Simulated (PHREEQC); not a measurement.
1 kg of water holding 0.22 mol Na2SO4 and 0.0043 mol NaCl is evaporated at 90 °C; the solids stay in contact with the brine. CO2 from the air is kept out. Only these solids could form: Halite, Mirabilite, Thenardite.

Base run: PHREEQC, Pitzer model, pitzer.dat. Each further column changes one thing. The table gives water activity.

| H2O removed (mol) | base | temperature from 90 to 5 °C | temperature from 90 to 75 °C |
|---|---|---|---|
| 0 | 0.991 | 0.991 | 0.991 |
| 24.69 | 0.985 | 0.985 | 0.985 |
| 34.69 | 0.978 | 0.984 | 0.978 |
| 43.95 | 0.962 | 0.984 | 0.962 |
| 49.09 | 0.934 | 0.983 | 0.933 |
| 51.17 | 0.904 | 0.982 | 0.902 |
| 53.1 | 0.901 | 0.956 | 0.897 |

At this temperature some constants are extrapolated from 25 °C, and those without enthalpy data are left unchanged.
